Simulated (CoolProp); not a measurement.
Computed with CoolProp (reference Helmholtz-energy equation of state, Lemmon 2003). It is a pseudo-pure fit of the blend.

**Question.** For R407C, give the phase and the cv (kJ/(kg K)), expansivity (1/kK) at 122.95 °C and 713 kPa.

**Answer.** 
- 122.95 °C and 713 kPa: gas; cv 0.895, expansivity 2.93
